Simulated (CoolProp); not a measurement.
Acetone at several states: density (kg/m³) from the reference equation and from simpler models built on Tc = 235.0 °C, pc = 4692 kPa, ω = 0.307; each cubic takes its own stable root.

Model: reference Helmholtz-energy equation of state, Lemmon 2006, in CoolProp. It is a short technical equation, of lower accuracy than the large ones.

```csv
T (°C),p (kPa),phase,reference
171.55,3060,liquid,587.9
-17.75,24100,liquid,847.4
-66.45,2490,liquid,884.2
```

**Question.** How far does each simpler model (van der Waals, Redlich-Kwong, Peng-Robinson) lie from the reference over these 3 states: mean and median of the absolute difference, and the worst?

**Answer.** 
- van der Waals: mean 48.5 %, median 48.4 %, worst -49.6 % at -66.45 °C and 2490 kPa
- Redlich-Kwong: mean 25.9 %, median 25.1 %, worst -28.8 % at 171.55 °C and 3060 kPa
- Peng-Robinson: mean 14.0 %, median 14.4 %, worst -14.6 % at -66.45 °C and 2490 kPa
